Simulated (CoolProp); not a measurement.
Model: reference Helmholtz-energy equation of state, de Reuck 1993, in CoolProp.

**Question.** For methanol, give the phase and the density (kg/m³), viscosity (µPa s), conductivity (mW/(m K)) at 291.15 °C and 284 bar; 291.15 °C and 379 bar; 291.15 °C and 411 bar.

**Answer.** 
- 291.15 °C and 284 bar: supercritical; density 468, viscosity 60.3, conductivity 166
- 291.15 °C and 379 bar: supercritical; density 518, viscosity 70.8, conductivity 172
- 291.15 °C and 411 bar: supercritical; density 531, viscosity 73.8, conductivity 173

Viscosity comes from a separate model (Xiang 2006). Thermal conductivity comes from a separate model (Sykioti 2013).
